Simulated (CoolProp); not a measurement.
Vapour-liquid equilibrium of dimethyl ether (1) + R227EA (2) at 25.65 °C; x and y are mole fractions of (1).

Model: multi-fluid Helmholtz-energy mixture model, Wu 2011 and Lemmon 2016; pair parameters Bell 2016, in CoolProp.

| x | bubble pressure (MPa) | y at the bubble point | dew pressure at overall composition x (MPa) | liquid density (mol/L) |
|---|---|---|---|---|
| 0.05 | ? | 0.023 | 0.4327 | 8.403 |
| 0.2 | ? | 0.152 | 0.3962 | 9.177 |
| 0.35 | 0.3898 | 0.361 | ? | 9.975 |
| 0.5 | 0.4115 | 0.588 | 0.3990 | 10.82 |
| 0.65 | 0.4589 | ? | 0.4238 | 11.74 |
| 0.8 | 0.5184 | 0.896 | 0.4699 | ? |
| 0.95 | 0.5807 | 0.979 | 0.5563 | 13.91 |

Task: Fill in the missing entries.

Result: 
- 0.05, bubble pressure (MPa): 0.4467
- 0.2, bubble pressure (MPa): 0.4032
- 0.35, dew pressure at overall composition x (MPa): 0.3896
- 0.65, y at the bubble point: 0.772
- 0.8, liquid density (mol/L): 12.76

y crosses x between x = 0.2 and 0.35: the model has an azeotrope there.

The pair parameters rest on a limited set of measurements; away from them the model extrapolates.
